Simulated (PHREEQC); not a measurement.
Solution (20 °C): 0.0011 mol/kgw NaHSO4 and 6.2e-05 mol/kgw NH3. Closed to the air; pH follows from the charge balance.

Computed with PHREEQC (ion-association model, wateq4f.dat).

No solid was allowed to form.

Order these S species by the share of S that they hold, largest first: SO4-2, NaSO4-, HSO4-.

SO4-2 (93 %), HSO4- (6.2 %), NaSO4- (0.39 %)

The pH is 3.04 and the ionic strength 0.00315 mol/kgw.
